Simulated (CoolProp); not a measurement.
Vapour-liquid equilibrium of CHF3 (R23) (1) + R13 (2) at 245.6 K; x and y are mole fractions of (1).

Values from CoolProp's multi-fluid Helmholtz-energy mixture model, Penoncello 2003 and Platzer 1990; pair parameters Bell 2016. This equation is an older, rougher fit; its heat capacities, sound speeds and derivatives of the liquid may be far off and weren't checked against measurements.

| x | bubble pressure (bar) | y at the bubble point | dew pressure at overall composition x (bar) | liquid density (mol/L) |
|---|---|---|---|---|
| 0.05 | 9.826 | 0.104 | 9.434 | 12.41 |
| 0.2 | 11.37 | 0.306 | 10.55 | 12.78 |
| 0.35 | 12.23 | 0.434 | 11.69 | 13.25 |
| 0.5 | 12.64 | 0.535 | 12.53 | 13.86 |
| 0.65 | 12.70 | 0.634 | 12.68 | 14.64 |
| 0.8 | 12.37 | 0.750 | 12.13 | 15.62 |
| 0.95 | 11.44 | 0.919 | 11.25 | 16.81 |

y crosses x between x = 0.5 and 0.65: the model has an azeotrope there.

The pair parameters rest on a limited set of measurements; away from them the model extrapolates.
